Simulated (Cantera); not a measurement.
Ammonia decomposition in nitride growth gas

An isothermal, constant-pressure homogeneous reactor starts with 14.3 % NH₃, 85.7 % H₂, at 2200 K and 34.5 Torr.

Cantera simulation using the gas-phase N/H chemistry of the illustrative SiF4/NH3 mechanism in the Surface Chemkin manual (1991); the numbers are that mechanism's predictions, not measurements. Walls and surfaces, which speed up NH3 decomposition in real reactors, are not modelled.

| t (s) | x NH₃ | x H₂ | x NH | x N₂H₂ | x N₂H₄ |
|---|---|---|---|---|---|
| 0.000600 | 0.143 | 0.857 | 2.56e-6 | 5.03e-8 | 2.27e-10 |
| 0.00149 | 0.142 | 0.856 | 1.38e-5 | 4.52e-7 | 1.23e-9 |
| 0.00369 | 0.140 | 0.857 | 3.57e-5 | 1.63e-6 | 3.16e-9 |
| 0.00915 | 0.133 | 0.861 | 3.82e-5 | 1.73e-6 | 3.22e-9 |
| 0.0227 | 0.118 | 0.869 | 3.67e-5 | 1.50e-6 | 2.73e-9 |
| 0.0563 | 0.0869 | 0.886 | 3.35e-5 | 1.07e-6 | 1.82e-9 |
| 0.140 | 0.0414 | 0.911 | 2.69e-5 | 4.87e-7 | 6.90e-10 |
| 0.346 | 0.00469 | 0.929 | 1.56e-5 | 5.75e-8 | 4.43e-11 |
| 0.859 | 1.49e-5 | 0.915 | 7.27e-7 | 1.96e-11 | <1e-12 |
| 2.13 | 1.65e-6 | 0.913 | 9.74e-8 | <1e-12 | <1e-12 |
| 5.29 | 5.15e-7 | 0.913 | 3.04e-8 | <1e-12 | <1e-12 |
| 13.1 | 2.22e-7 | 0.913 | 1.31e-8 | <1e-12 | <1e-12 |
| 32.5 | 1.53e-7 | 0.913 | 9.04e-9 | <1e-12 | <1e-12 |
| 80.6 | 1.48e-7 | 0.913 | 8.76e-9 | <1e-12 | <1e-12 |
| 200 | 1.48e-7 | 0.913 | 8.76e-9 | <1e-12 | <1e-12 |
x: mole fraction; the columns are a selection and need not sum to one.

Equilibrium at this temperature and pressure: NH₃ 1.48e-7, H₂ 0.913, NH 8.76e-9, N₂H₂ <1e-12, N₂H₄ <1e-12 (gas phase only).
